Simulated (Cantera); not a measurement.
**Si₂H₆ + CO₂ (silicon oxide and oxynitride deposition)**

Charge: 1 mol Si₂H₆, 0.45 mol CO₂, equilibrated at 0.293 Torr.

Method: chemical equilibrium by Gibbs-energy minimisation in Cantera with the NASA 1993 tables (ideal gas, pure condensed phases). Candidate condensed phases: C, C₆H₆, C₇H₈, C₈H₁₈, H₂O, Si, SiC, SiO₂; 123 gas species. The feed counts by its element totals alone. Mutual solubility and eutectic melting of coexisting phases are not modelled. The tables hold silica as quartz up to 1696 K and as liquid above; real silica turns to tridymite and cristobalite and melts near 1996 K. Gases not in the tables: Si₂H₆ and higher silanes. Equilibrium is a limit: real reactors are often held back by kinetics, nucleation or transport.

```tsv
T (K)	x H₂	x SiO	x Si	x H	x CO	x Si₂C	n Si(s)	n SiC(s)	n SiO₂(β-quartz)	n Si(l)
1200	0.999	0.00138	3.56e-9	9.99e-6	9.66e-6	<1e-12	1.10	0.450	0.448	0
1275	0.989	0.0105	4.94e-8	3.71e-5	0.000109	9.19e-12	1.08	0.450	0.434	0
1350	0.936	0.0633	5.11e-7	0.000117	0.000939	2.08e-10	1.00	0.447	0.347	0
1425	0.769	0.226	4.13e-6	0.000303	0.00460	3.37e-9	0.686	0.432	0	0
1500	0.769	0.225	2.70e-5	0.000781	0.00609	4.11e-8	0.697	0.426	0	0
1575	0.767	0.223	0.000147	0.00184	0.00782	3.93e-7	0.710	0.419	0	0
1650	0.765	0.220	0.000687	0.00402	0.00981	3.04e-6	0.724	0.412	0	0
1725	0.760	0.215	0.00260	0.00820	0.0138	1.82e-5	0	0.396	0	0.747
1800	0.749	0.206	0.00814	0.0157	0.0215	8.65e-5	0	0.365	0	0.786
1875	0.726	0.191	0.0232	0.0283	0.0313	0.000361	0	0.322	0	0.804
1950	0.678	0.169	0.0611	0.0478	0.0420	0.00135	0	0.265	0	0.732
2025	0.582	0.136	0.149	0.0744	0.0498	0.00454	0	0.187	0	0.360
```
x: gas mole fraction; n: condensed amount in mol.

From 1200 K to 1350 K the condensed part is Si(s) + SiC(s) + SiO₂(β-quartz). From 1425 K to 1650 K the condensed part is Si(s) + SiC(s). From 1725 K to 2025 K the condensed part is Si(l) + SiC(s). The main Si-bearing gas is SiO at 1200 K and Si at 2025 K. The share of Si in condensed phases is highest at 1200 K (99.8 %) and lowest at 2025 K (27.3 %).
